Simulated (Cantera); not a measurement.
A perfectly stirred reactor is fed with CH4 : H2 = 1 : 4.5 (molar parts), at 0.987 atm; it is held at 1600 K, and followed from long to short residence time.

Detailed kinetics in Cantera: GRI-Mech 3.0 (53 species, 325 reactions). GRI-Mech 3.0 stops at C3 and has no aromatics, soot or wall deposition, so with more carbon than oxygen in the feed, carbon stays in small species such as C2H2 where larger ones or solid carbon would form.

Question: What does this change do: pressure from 0.987 atm to 0.0263 atm?

Answer: 
```tsv
quantity	before	after
x(CH4) at τ = 1.00 s	0.0787	0.109
x(H2) at τ = 1.00 s	0.877	0.860
x(C2H2) at τ = 1.00 s	0.0399	0.0300
x(CH3) at τ = 1.00 s	8.82e-5	0.000534
x(C2H) at τ = 1.00 s	7.39e-9	2.44e-8
x(CH4) at τ = 27.0 ms	0.165	0.179
x(H2) at τ = 27.0 ms	0.828	0.819
x(C2H2) at τ = 27.0 ms	0.00598	0.000476
x(CH3) at τ = 27.0 ms	0.000166	0.000558
x(C2H) at τ = 27.0 ms	9.96e-10	2.46e-10
```
Radical loss at walls, strong at low pressure, is not modelled.

Question: What does this change do: temperature 1600 to 2000 K?

Answer: 
```csv
quantity,before,after
x(CH4) at τ = 1.00 s,0.0787,0.00502
x(H2) at τ = 1.00 s,0.877,0.919
x(C2H2) at τ = 1.00 s,0.0399,0.0742
x(CH3) at τ = 1.00 s,8.82e-5,0.000168
x(C2H) at τ = 1.00 s,7.39e-9,2.36e-6
x(CH4) at τ = 27.0 ms,0.165,0.0207
x(H2) at τ = 27.0 ms,0.828,0.909
x(C2H2) at τ = 27.0 ms,0.00598,0.0673
x(CH3) at τ = 27.0 ms,0.000166,0.000680
x(C2H) at τ = 27.0 ms,9.96e-10,2.10e-6
```
